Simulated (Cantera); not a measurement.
Feed: 1 mol Si3N4, 0.011 mol CO2, 250 mol H2, at 3.00 mbar.

Method: chemical equilibrium by Gibbs-energy minimisation in Cantera with the NASA 1993 tables (ideal gas, pure condensed phases). Candidate condensed phases: C, C6H6, C7H8, C8H18, H2O, Si, SiC, SiO2, Si2N2O, Si3N4; 151 gas species. Mutual solubility and eutectic melting of coexisting phases are not modelled. The tables' values for SiN are old estimates; treat these amounts as uncertain. Gases not in the tables: Si2H6 and higher silanes. The numbers say what is thermodynamically allowed, not how fast it happens.

log p: log10 of the partial pressure in bar; n: condensed amount in mol.

```tsv
T (°C)	log p H2	log p H	log p Si	log p N2	log p SiH	log p SiO	log p Si2	n Si2N2O(s)	n Si3N4(s)	n SiC(s)	n Si(s)	n Si(l)
627	-2.52	-11.19	<-14	(withheld)	<-14	<-14	<-14	0.0220	0.985	0	0	0
727	-2.52	-9.91	<-14	(withheld)	<-14	<-14	<-14	0.0220	0.985	0.00161	0	0
827	-2.52	-8.85	<-14	-6.77	<-14	-12.61	<-14	0.0220	0.982	0.0103	0	0
927	-2.52	-7.97	-12.38	-6.76	-12.47	-10.31	<-14	0.0220	0.982	0.0109	0	0
1027	-2.52	-7.22	-10.36	(withheld)	-10.71	-8.51	-13.98	0.0217	0.968	0.0110	0.0401	0
1127	-2.52	-6.57	-9.08	(withheld)	-9.65	-7.20	-12.31	0.0166	0.752	0.0109	0.694	0
1227	-2.53	-6.02	-7.98	-4.62	-8.73	-6.59	-10.87	0	0	0.0102	2.97	0
1327	-2.53	-5.53	-7.01	-4.62	-7.94	-6.60	-9.61	0	0	0.00966	2.96	0
1427	-2.53	-5.10	-6.17	-4.62	-7.24	-6.61	-8.53	0	0	0.00826	0	2.90
1527	-2.53	-4.71	-5.50	-4.63	-6.71	-6.63	-7.72	0	0	0.00258	0	2.67
1627	-2.53	-4.37	-4.90	-4.63	-6.23	-6.61	-6.99	0	0	0	0	1.80
1727	-2.54	-4.06	-4.49	-4.64	-5.93	-6.62	-6.61	0	0	0	0	0
1827	-2.56	-3.78	-4.49	-4.64	-6.03	-6.68	-6.98	0	0	0	0	0
1927	-2.58	-3.54	-4.49	-4.65	-6.13	-6.77	-7.34	0	0	0	0	0
```

Problem. Complete the blanks.

Solution. 
- 627, log p N2: -7.06
- 727, log p N2: -7.00
- 1027, log p N2: -6.30
- 1127, log p N2: -5.24
